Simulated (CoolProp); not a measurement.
200 sccm (0 °C, 1 atm) of nitrogen bubbles through liquid toluene at 295.3 K and leaves saturated at a total pressure of 0.027 MPa (ideal gas phase). Each further row changes one setting.

The numbers come from the reference Helmholtz-energy equation of state, Lemmon 2006 in CoolProp. It is a short technical equation, of lower accuracy than the large ones.

```
case                      vapour pressure (kPa)  mole fraction of vapour  delivery (mg/min)  delivery (sccm)  change of delivery for a bath 1 K warmer (%)
------------------------  ---------------------  -----------------------  -----------------  ---------------  --------------------------------------------
as stated                                  3.27                        …                  …                …                                           6.2
bath temperature 300.3 K                      …                    0.157                153             37.3                                           6.2
total pressure 0.054 MPa                   3.27                        …                  …             12.9                                             …
```

Complete the blanks.


- as stated, mole fraction of vapour: 0.121
- as stated, delivery (mg/min): 113
- as stated, delivery (sccm): 27.6
- bath temperature 300.3 K, vapour pressure (kPa): 4.24
- total pressure 0.054 MPa, mole fraction of vapour: 0.0606
- total pressure 0.054 MPa, delivery (mg/min): 53.1
- total pressure 0.054 MPa, change of delivery for a bath 1 K warmer (%): 5.8
